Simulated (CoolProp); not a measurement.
A single-stage vapour-compression cycle with the fluid: evaporating at 246.15 K (dew point), condensing at 297.15 K (bubble point), superheat 5 K, subcooling 2 K, compressor efficiency 0.85, no pressure losses. The same conditions are run with several fluids, on thermodynamics alone (safety and materials aside).

Model: reference Helmholtz-energy equation of state of each fluid (R134a: Tillner-Roth 1994; CH3F (R41): Lemmon 2006; hydrogen chloride: Thol 2018; n-butane: Bücker 2006; isobutene: Lemmon 2005; sulfur hexafluoride: Guder 2009), in CoolProp.

```tsv
fluid	cooling COP	pressure ratio	discharge temperature (K)	refrigerating effect (kJ/kg)	volumetric capacity (kJ/m³)
R134a	3.30	6.65	318.8	156	769
CH3F (R41)	2.82	4.12	358.6	282	4920
hydrogen chloride	2.86	3.90	382.5	273	6580
n-butane	3.42	7.22	310.3	303	280
isobutene	3.43	6.87	315.2	307	363
sulfur hexafluoride	2.53	4.23	305.6	53.1	2300
```
